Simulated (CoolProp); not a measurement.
Vapour-liquid equilibrium of toluene (1) + ethylbenzene (2) at 0.00108 MPa; x and y are mole fractions of (1).

Computed with CoolProp (multi-fluid Helmholtz-energy mixture model, Lemmon 2006 and Zhou 2012; pair parameters Bell 2016).

Problem. Give the bubble temperature and the first vapour's composition at x = 0.5, 0.8, 0.95. Is there an azeotrope?

Solution. x = 0.5: 283.4 K, y = 0.756; x = 0.8: 278.6 K, y = 0.932; x = 0.95: 276.6 K, y = 0.986. No azeotrope shows between x = 0.05 and 0.95.

Pair parameters are fitted to limited data, so mixtures are less certain than the pure fluids.
